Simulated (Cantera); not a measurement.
An isothermal, constant-pressure homogeneous reactor starts with C2H6 : N2 = 1 : 110 (molar parts), at 1773 K and 0.0900 Torr. Integrator tolerance rtol = 1e-08.

Computed with Cantera and GRI-Mech 3.0 (53 species, 325 reactions). GRI-Mech 3.0 stops at C3 and has no aromatics, soot or wall deposition, so with more carbon than oxygen in the feed, carbon stays in small species such as C2H2 where larger ones or solid carbon would form. Radical loss at walls, strong at low pressure, is not modelled.

Problem. What does this change do: pressure from 0.0900 Torr to 825 Torr?

Solution. 
| quantity | before | after |
|---|---|---|
| x(C2H6) at 20.0 s | 2.31e-10 (gas-phase equilibrium <1e-12) | 1.21e-10 (gas-phase equilibrium 1.18e-11) |
| x(CH4) at 20.0 s | 0.000138 (gas-phase equilibrium 4.68e-10) | 1.57e-5 (gas-phase equilibrium 4.98e-6) |
| x(H) at 20.0 s | 0.000275 (gas-phase equilibrium 0.00331) | 3.63e-5 (gas-phase equilibrium 3.63e-5) |
| x(CH2) at 20.0 s | 7.07e-7 (gas-phase equilibrium 4.44e-10) | 1.47e-9 (gas-phase equilibrium 4.67e-10) |
| x(HCN) at 20.0 s | 0.000111 (gas-phase equilibrium 0.0162) | 4.89e-5 (gas-phase equilibrium 0.0162) |
| x(H2) at 20.0 s | 0.0173 (gas-phase equilibrium 0.0160) | 0.0176 (gas-phase equilibrium 0.0177) |
| x(C2H) at 20.0 s | 1.08e-6 (gas-phase equilibrium 1.19e-6) | 1.41e-7 (gas-phase equilibrium 1.19e-8) |

Problem. What does this change do: 4.3 parts H2O added?

Solution. 
```json
[
 {"quantity": "x(C2H6) at 20.0 s", "before": "2.31e-10 (gas-phase equilibrium <1e-12)", "after": "1.20e-9 (gas-phase equilibrium <1e-12)"},
 {"quantity": "x(CH4) at 20.0 s", "before": "0.000138 (gas-phase equilibrium 4.68e-10)", "after": "0.000564 (gas-phase equilibrium <1e-12)"},
 {"quantity": "x(H) at 20.0 s", "before": "0.000275 (gas-phase equilibrium 0.00331)", "after": "0.000167 (gas-phase equilibrium 0.00529)"},
 {"quantity": "x(CH2) at 20.0 s", "before": "7.07e-7 (gas-phase equilibrium 4.44e-10)", "after": "9.39e-7 (gas-phase equilibrium <1e-12)"},
 {"quantity": "x(HCN) at 20.0 s", "before": "0.000111 (gas-phase equilibrium 0.0162)", "after": "5.69e-5 (gas-phase equilibrium 1.91e-12)"},
 {"quantity": "x(H2) at 20.0 s", "before": "0.0173 (gas-phase equilibrium 0.0160)", "after": "0.0200 (gas-phase equilibrium 0.0410)"},
 {"quantity": "x(C2H) at 20.0 s", "before": "1.08e-6 (gas-phase equilibrium 1.19e-6)", "after": "4.44e-7 (gas-phase equilibrium <1e-12)"}
]
```
